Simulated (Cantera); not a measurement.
A perfectly stirred reactor is fed with CO : H₂ : O₂ : N₂ = 1 : 0.26 : 0.371 : 1.39 (molar parts), equivalence ratio 1.7, at 500000 Pa; it is adiabatic with a 750 K inlet, and is followed from long to short residence time, starting on the burning branch (τ in s: 0.2, 0.087, 0.037, 0.016, 0.007, 0.003, 0.0013, 0.00056, 0.00024, 0.0001, 4.5e-05, 2e-05, 8.4e-06).

Cantera simulation using GRI-Mech 3.0 (53 species, 325 reactions); the numbers are that mechanism's predictions, not measurements. The hydrogen kinetics of GRI-Mech 3.0 are dated; newer H2 mechanisms differ, most at raised pressure.

x: mole fraction; the columns are a selection and need not sum to one.

```tsv
τ (s)	T (K)	x CO	x H₂	x O₂	x NO	x H₂O₂
0.20	2576	0.185	0.0126	0.000656	0.00118	3.94e-8
0.087	2575	0.185	0.0126	0.000678	0.00117	4.03e-8
0.037	2573	0.185	0.0126	0.000731	0.00117	4.23e-8
0.016	2570	0.186	0.0126	0.000847	0.00115	___
0.0070	2562	0.186	0.0127	0.00109	0.00111	___
0.0030	2547	0.187	0.0128	0.00161	0.00103	___
0.0013	2520	0.188	0.0129	0.00258	0.000875	___
0.00056	2475	0.191	0.0133	0.00429	0.000650	___
0.00024	2404	0.195	0.0138	0.00697	0.000418	___
0.00010	2301	0.201	0.0147	0.0108	0.000248	___
4.5e-5	2179	0.207	0.0155	0.0151	0.000164	___
2.0e-5	2030	0.215	0.0162	0.0205	0.000114	___
8.4e-6	1834	0.231	0.0165	0.0300	6.41e-5	___
```

Question: Fill in the missing entries.

Answer: 
- 0.016, x H₂O₂: 4.65e-8
- 0.0070, x H₂O₂: 5.51e-8
- 0.0030, x H₂O₂: 7.11e-8
- 0.0013, x H₂O₂: 9.69e-8
- 0.00056, x H₂O₂: 1.36e-7
- 0.00024, x H₂O₂: 1.93e-7
- 0.00010, x H₂O₂: 2.84e-7
- 4.5e-5, x H₂O₂: 4.25e-7
- 2.0e-5, x H₂O₂: 7.01e-7
- 8.4e-6, x H₂O₂: 1.44e-6
